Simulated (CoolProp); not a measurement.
Vapour-liquid equilibrium of R22 (1) + acetone (2) at 255.2 K; x and y are mole fractions of (1).

Computed with CoolProp (multi-fluid Helmholtz-energy mixture model, Kamei 1995 and Lemmon 2006; pair parameters Bell 2016).

| x | bubble pressure, mixture model (MPa) | bubble pressure, Raoult's law (MPa) | y, mixture model | y, Raoult's law |
|---|---|---|---|---|
| 0.05 | 0.01476 | 0.01642 | 0.783 | 0.808 |
| 0.15 | 0.02909 | 0.04261 | 0.897 | 0.934 |
| 0.25 | 0.04048 | 0.06881 | 0.932 | 0.964 |
| 0.35 | 0.05363 | 0.09501 | 0.954 | 0.977 |
| 0.45 | 0.07123 | 0.1212 | 0.971 | 0.985 |
| 0.55 | 0.09536 | 0.1474 | 0.984 | 0.990 |
| 0.65 | 0.1273 | 0.1736 | 0.992 | 0.993 |
| 0.75 | 0.1666 | 0.1998 | 0.997 | 0.996 |
| 0.85 | 0.2096 | 0.2260 | 0.999 | 0.998 |
| 0.95 | 0.2493 | 0.2522 | 1.000 | 0.999 |

The largest gap from Raoult's law is -43.6 % in bubble pressure, at x = 0.35. No azeotrope shows between x = 0.05 and 0.95.

The pair parameters rest on a limited set of measurements; away from them the model extrapolates.
